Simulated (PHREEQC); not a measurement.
Consider water at 60 °C with 0.034 mol/kgw ZnSO4 and 0.012 mol/kgw HCl. Closed to the air; pH follows from the charge balance.

The numbers come from PHREEQC with the ion-association model, phreeqc.dat.

```csv
quantity,before,after
pH,2.35,2.15
ionic strength (mol/kgw),0.0824,0.0870
```

Problem. Name the change that produced these shifts.
A. diluted 10-fold with water
B. HCl from 0.012 to 0.018 mol/kgw
C. ZnSO4 replaced by MnSO4 at the same molality
D. diluted 100-fold with water
E. HCl replaced by MgCl2 at the same molality

Solution. B, HCl from 0.012 to 0.018 mol/kgw

Precipitation was switched off in this run. At this temperature some constants are extrapolated from 25 °C, and those without enthalpy data are left unchanged.
